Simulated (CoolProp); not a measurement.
Vapour-liquid equilibrium of carbon dioxide (1) + R152A (2) at 0.997 MPa; x and y are mole fractions of (1).

The numbers come from the multi-fluid Helmholtz-energy mixture model, Span 1996 and Outcalt 1996; pair parameters Bell 2016 in CoolProp.

**Question.** Give the bubble temperature and the first vapour's composition at x = 0.05, 0.2, 0.5. Is there an azeotrope?

**Answer.** x = 0.05: 32.6 °C, y = 0.253; x = 0.2: 7.0 °C, y = 0.687; x = 0.5: -20.1 °C, y = 0.921. No azeotrope shows between x = 0.05 and 0.95.

The pair parameters rest on a limited set of measurements; away from them the model extrapolates.
